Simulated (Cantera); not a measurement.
Equilibrium for silicon etching in halogen gases: Si + F2 + N2

A closed system holds: 1 mol Si, 6.9 mol F2, 0.69 mol N2, equilibrated at 0.133 bar.

These are equilibrium values from Cantera (NASA tables, ideal gas, pure condensed phases), not measurements of a reactor. Candidate condensed phases: Si, Si3N4; 16 gas species. Equilibrium is a limit: real reactors are often held back by kinetics, nucleation or transport.

From 200 °C to 1400 °C nothing is condensed. The main Si-bearing gas is SiF4 throughout.

```
T (°C)       x F     x F2    x NF3  x SiF4     x N2     x NF2      x NF
------  --------  -------  -------  ------  -------  --------  --------
200      3.68e-6    0.543    0.265   0.192   <1e-12    <1e-12    <1e-12
350     0.000517    0.543    0.265   0.192  8.11e-7  6.03e-10    <1e-12
500       0.0111    0.556    0.235   0.187   0.0112   2.60e-7    <1e-12
650       0.0941    0.639   0.0301   0.149   0.0879   2.00e-6    <1e-12
800        0.349    0.438  0.00161   0.125   0.0858   2.54e-6  6.15e-12
950        0.666    0.163  5.70e-5   0.101   0.0698   1.38e-6  8.45e-11
1100       0.807   0.0402  1.69e-6  0.0905   0.0625   4.69e-7  4.90e-10
1250       0.841   0.0104  7.40e-8  0.0879   0.0607   1.61e-7   1.85e-9
1400       0.849  0.00323  5.34e-9  0.0873   0.0602   6.45e-8   5.41e-9
```
x: gas mole fraction; nothing condenses.
